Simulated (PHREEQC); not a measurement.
Solution (16 °C): 0.0013 mol/kgw HF and 0.0093 mol/kgw NH4F. Closed to the air; pH follows from the charge balance.

The numbers come from PHREEQC with the ion-association model, phreeqc.dat.

| quantity | before | after |
|---|---|---|
| pH | 3.98 | 6.35 |
| ionic strength (mol/kgw) | 0.00942 | 0.00929 |
| F- (mol/kgw) | 0.00938 | 0.00929 |
| HF (mol/kgw) | 0.00115 | 4.84e-6 |
| HF2- (mol/kgw) | 3.81e-5 | 1.59e-7 |
| NH3 (mol/kgw) | 2.33e-8 | 5.48e-6 |

**Question.** Which change was made?
(A) HF from 0.0013 to 0.00026 mol/kgw
(B) NH4F from 0.0093 to 0.0465 mol/kgw
(C) HF left out
(D) NH4F from 0.0093 to 0.0139 mol/kgw
(E) 0.0026 mol/kgw LiCl added

**Answer.** C, HF left out

This is a speciation only: nothing precipitates in the calculation.
